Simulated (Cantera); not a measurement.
An isothermal, constant-pressure homogeneous reactor starts with CH4 : O2 : N2 = 0.0068 : 0.014 : 1 (molar parts), equivalence ratio 0.97, at 1423 K and 290000 Pa. Integrator tolerance rtol = 1e-08.

Cantera simulation using GRI-Mech 3.0 (53 species, 325 reactions); the numbers are that mechanism's predictions, not measurements.

Q: What does this change do: pressure from 290000 Pa to 1000000 Pa?

A: 
```
quantity                                              before                                      after
-----------------  -----------------------------------------  -----------------------------------------
x(CH4) at 3.00 s       <1e-12 (gas-phase equilibrium <1e-12)      <1e-12 (gas-phase equilibrium <1e-12)
x(O2) at 3.00 s    0.000390 (gas-phase equilibrium 0.000372)  0.000391 (gas-phase equilibrium 0.000372)
x(NO) at 3.00 s      2.70e-6 (gas-phase equilibrium 3.88e-5)    9.26e-7 (gas-phase equilibrium 3.88e-5)
x(H2O) at 3.00 s       0.0133 (gas-phase equilibrium 0.0133)      0.0133 (gas-phase equilibrium 0.0133)
x(HO2) at 3.00 s   4.66e-10 (gas-phase equilibrium 4.47e-10)  6.33e-10 (gas-phase equilibrium 6.10e-10)
x(HCO) at 3.00 s       <1e-12 (gas-phase equilibrium <1e-12)      <1e-12 (gas-phase equilibrium <1e-12)
x(C2H2) at 3.00 s      <1e-12 (gas-phase equilibrium <1e-12)      <1e-12 (gas-phase equilibrium <1e-12)
```

Q: What does this change do: pressure from 290000 Pa to 68000 Pa?

A: 
| quantity | before | after |
|---|---|---|
| x(CH4) at 3.00 s | <1e-12 (gas-phase equilibrium <1e-12) | <1e-12 (gas-phase equilibrium <1e-12) |
| x(O2) at 3.00 s | 0.000390 (gas-phase equilibrium 0.000372) | 0.000390 (gas-phase equilibrium 0.000372) |
| x(NO) at 3.00 s | 2.70e-6 (gas-phase equilibrium 3.88e-5) | 5.13e-6 (gas-phase equilibrium 3.88e-5) |
| x(H2O) at 3.00 s | 0.0133 (gas-phase equilibrium 0.0133) | 0.0133 (gas-phase equilibrium 0.0133) |
| x(HO2) at 3.00 s | 4.66e-10 (gas-phase equilibrium 4.47e-10) | 1.16e-9 (gas-phase equilibrium 3.11e-10) |
| x(HCO) at 3.00 s | <1e-12 (gas-phase equilibrium <1e-12) | <1e-12 (gas-phase equilibrium <1e-12) |
| x(C2H2) at 3.00 s | <1e-12 (gas-phase equilibrium <1e-12) | <1e-12 (gas-phase equilibrium <1e-12) |
